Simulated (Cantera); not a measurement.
Equilibrium for silicon carbide growth: SiCl₄ + C₃H₈ + H₂

Input: 1 mol SiCl₄, 0.031 mol C₃H₈, 260 mol H₂, equilibrated at 2200 °C.

These are equilibrium values from Cantera (NASA tables, ideal gas, pure condensed phases), not measurements of a reactor. Candidate condensed phases: C, C₆H₆, C₇H₈, C₈H₁₈, Si, SiC; 109 gas species. The tables' values for SiCl are old estimates; treat these amounts as uncertain. Gases not in the tables: Si₂H₆ and higher silanes. Equilibrium is a limit: real reactors are often held back by kinetics, nucleation or transport.

From 0.00100 bar to 1.00 bar nothing is condensed. The main Si-bearing gas is Si throughout.

```csv
P (Pa),x H₂,x H,x HCl,x Cl,x Si,x SiH
100,0.491,0.494,0.00666,0.00475,0.00282,1.72e-5
400,0.691,0.293,0.00995,0.00299,0.00316,4.58e-5
1600,0.823,0.160,0.0123,0.00169,0.00332,0.000105
6300,0.898,0.0842,0.0136,0.000901,0.00326,0.000214
25000,0.938,0.0432,0.0142,0.000463,0.00289,0.000386
100000,0.960,0.0218,0.0143,0.000231,0.00214,0.000576
```
x: gas mole fraction; nothing condenses.
